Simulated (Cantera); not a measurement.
A freely propagating, adiabatic, planar premixed flame of 27.0 % H2, 15.3 % O2, 57.7 % N2, equivalence ratio 0.88, unburnt at 350 K and 90000 Pa; mixture-averaged transport, grid criteria slope 0.08 and curve 0.16, no radiation.

Detailed kinetics in Cantera: the H2/O2 subset of GRI-Mech 3.0, which has no nitrogen chemistry. Burning velocities carry a grid error of a few per cent, more on coarse grids.

x: mole fraction of selected species; z is measured from the peak of heat release.

```tsv
z (mm)	T (K)	u (m/s)	x H2	x O2	x OH	x HO2	x H2O2	x O
-1.25	350	2.54	0.270	0.153	<1e-8	<1e-8	<1e-8	<1e-8
-0.831	350	2.54	0.270	0.153	<1e-8	<1e-8	<1e-8	<1e-8
-0.623	350	2.54	0.270	0.153	<1e-8	<1e-8	<1e-8	<1e-8
-0.415	350	2.54	0.269	0.153	<1e-8	1.25e-7	1.29e-8	<1e-8
-0.208	368	2.63	0.259	0.155	6.11e-6	7.02e-5	8.15e-6	1.06e-6
-0.104	631	4.36	0.218	0.152	0.000940	0.000336	8.75e-5	0.000136
0	1095	7.32	0.137	0.121	0.00217	0.000117	1.41e-5	0.00287
0.104	___	9.39	___	___	___	___	___	___
0.208	1594	10.5	0.0365	0.0465	0.0106	3.15e-5	2.51e-6	0.0107
0.415	1763	11.5	0.0290	0.0375	0.0135	2.02e-5	1.23e-6	0.00973
0.831	1922	12.4	0.0249	0.0332	0.0146	1.34e-5	6.32e-7	0.00730
1.66	2060	13.2	0.0193	0.0295	0.0142	8.38e-6	3.80e-7	0.00485
3.32	2167	13.8	0.0133	0.0266	0.0124	5.15e-6	2.64e-7	0.00291
```

Task: Complete the blanks.

Result: 
- 0.104, T (K): 1421
- 0.104, x H2: 0.0632
- 0.104, x O2: 0.0702
- 0.104, x OH: 0.00683
- 0.104, x HO2: 5.47e-5
- 0.104, x H2O2: 4.38e-6
- 0.104, x O: 0.00860
